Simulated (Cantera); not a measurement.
Moist CO burnout

An isothermal, constant-pressure homogeneous reactor starts with 0.367 % CO, 2.75 % O2, 5.14 % H2O, 91.7 % N2, equivalence ratio 0.067, at 898 K and 0.286 atm.

Computed with Cantera and GRI-Mech 3.0 (53 species, 325 reactions).

| t (s) | x CO | x O2 | x H2O | x H2 | x O |
|---|---|---|---|---|---|
| 5.00e-5 | 0.00367 | 0.0275 | 0.0514 | <1e-12 | <1e-12 |
| 0.000251 | 0.00367 | 0.0275 | 0.0514 | <1e-12 | <1e-12 |
| 0.00126 | 0.00367 | 0.0275 | 0.0514 | <1e-12 | 2.65e-12 |
| 0.00630 | 0.00367 | 0.0275 | 0.0514 | <1e-12 | 1.32e-11 |
| 0.0316 | 0.00367 | 0.0275 | 0.0514 | 2.27e-11 | 9.71e-11 |
| 0.158 | 0.00367 | 0.0275 | 0.0514 | 8.41e-9 | 1.57e-8 |
| 0.794 | 0.00353 | 0.0275 | 0.0514 | 7.45e-6 | 2.27e-7 |
| 3.98 | 0.00257 | 0.0270 | 0.0514 | 3.00e-5 | 1.94e-7 |
| 19.9 | 0.000659 | 0.0261 | 0.0514 | 8.89e-6 | 5.37e-8 |
| 100 | 4.80e-5 | 0.0258 | 0.0515 | 4.58e-7 | 1.33e-9 |
x: mole fraction; the columns are a selection and need not sum to one.

Equilibrium at this temperature and pressure: CO <1e-12, O2 0.0257, H2O 0.0515, H2 1.78e-12, O 1.50e-12 (gas phase only).
